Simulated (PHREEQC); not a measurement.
A solution holds 15 mmol/kgw ZnCl2 and 0.26 mmol/kgw KCl, at 70 °C and 100 atm. Closed to the air; pH follows from the charge balance.

All values are PHREEQC results (ion-association model, phreeqc.dat), not measurements.

No solid was allowed to form.

Q: Estimate the pH, ionic strength.

A: pH 4.94; ionic strength 0.0405 mol/kgw.

Q: In which forms is Zn present?

A: Zn+2 84 %, ZnCl+ 15 % of the Zn.

Complexes and solids missing from the database can't appear. Under pressure, the constants of complexes without a molar volume in the database are unreliable. Away from 25 °C the constants follow the database's enthalpies or fits; those with neither stay at their 25 °C values.
